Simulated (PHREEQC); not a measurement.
## Buffer: an equilibrium model

Solution (25 °C): 0.01 mol H3BO3 and 0.0029 mol K2HPO4 per kg of water. Closed to the air; pH follows from the charge balance.

All values are PHREEQC results (ion-association model, phreeqc.dat), not measurements.

No solid was allowed to form.

Question: What pH does the model give?

Answer: pH 7.85.

Question: In which forms is P present?

Answer: HPO4-2 85 %, H2PO4- 15 %, KHPO4- 0.7 % of the P.
